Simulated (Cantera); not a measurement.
Equilibrium for fluorocarbon and chlorocarbon gases: c-C4F8 + CH4

Feed: 1 mol c-C4F8, a varied amount of CH4, equilibrated at 2375 K and 0.440 bar.

Method: chemical equilibrium by Gibbs-energy minimisation in Cantera with the NASA 1993 tables (ideal gas, pure condensed phases). Candidate condensed phases: C, C6H6, C7H8, C8H18; 95 gas species. The feed counts by its element totals alone. The tables' values for C2F4 are old estimates; treat these amounts as uncertain. Gases not in the tables: C2F6 and larger saturated fluorocarbons. The numbers say what is thermodynamically allowed, not how fast it happens.

```json
[
 {"n(CH4) (mol)": "0.049", "log p HF": "-1.46", "log p CF4": "-0.53", "log p CF2": "-1.09", "log p F": "-1.77", "log p CF3": "-2.01", "n C(graphite)": "1.88"},
 {"n(CH4) (mol)": "0.064", "log p HF": "-1.35", "log p CF4": "-0.54", "log p CF2": "-1.09", "log p F": "-1.77", "log p CF3": "-2.02", "n C(graphite)": "1.91"},
 {"n(CH4) (mol)": "0.083", "log p HF": "-1.25", "log p CF4": "-0.56", "log p CF2": "-1.10", "log p F": "-1.78", "log p CF3": "-2.03", "n C(graphite)": "1.94"},
 {"n(CH4) (mol)": "0.11", "log p HF": "-1.14", "log p CF4": "-0.58", "log p CF2": "-1.11", "log p F": "-1.78", "log p CF3": "-2.05", "n C(graphite)": "2.00"},
 {"n(CH4) (mol)": "0.14", "log p HF": "-1.05", "log p CF4": "-0.60", "log p CF2": "-1.12", "log p F": "-1.79", "log p CF3": "-2.06", "n C(graphite)": "2.06"},
 {"n(CH4) (mol)": "0.18", "log p HF": "-0.96", "log p CF4": "-0.63", "log p CF2": "-1.14", "log p F": "-1.80", "log p CF3": "-2.09", "n C(graphite)": "2.13"},
 {"n(CH4) (mol)": "0.24", "log p HF": "-0.86", "log p CF4": "-0.68", "log p CF2": "-1.16", "log p F": "-1.81", "log p CF3": "-2.12", "n C(graphite)": "2.25"},
 {"n(CH4) (mol)": "0.31", "log p HF": "-0.78", "log p CF4": "-0.73", "log p CF2": "-1.19", "log p F": "-1.82", "log p CF3": "-2.16", "n C(graphite)": "2.39"},
 {"n(CH4) (mol)": "0.4", "log p HF": "-0.70", "log p CF4": "-0.80", "log p CF2": "-1.22", "log p F": "-1.84", "log p CF3": "-2.21", "n C(graphite)": "2.57"},
 {"n(CH4) (mol)": "0.52", "log p HF": "-0.63", "log p CF4": "-0.88", "log p CF2": "-1.26", "log p F": "-1.86", "log p CF3": "-2.27", "n C(graphite)": "2.81"},
 {"n(CH4) (mol)": "0.68", "log p HF": "-0.56", "log p CF4": "-0.99", "log p CF2": "-1.32", "log p F": "-1.89", "log p CF3": "-2.36", "n C(graphite)": "3.14"},
 {"n(CH4) (mol)": "0.89", "log p HF": "-0.51", "log p CF4": "-1.14", "log p CF2": "-1.40", "log p F": "-1.93", "log p CF3": "-2.47", "n C(graphite)": "3.57"},
 {"n(CH4) (mol)": "1.2", "log p HF": "-0.45", "log p CF4": "-1.40", "log p CF2": "-1.52", "log p F": "-1.99", "log p CF3": "-2.66", "n C(graphite)": "4.22"}
]
```
log p: log10 of the partial pressure in bar; n: condensed amount in mol.

From 0.049 mol CH4 to 1.2 mol CH4 the condensed part is C(graphite). The main C-bearing gas is CF4 throughout. The share of C in condensed phases is highest at 1.2 mol CH4 (81.2 %) and lowest at 0.049 mol CH4 (46.4 %).
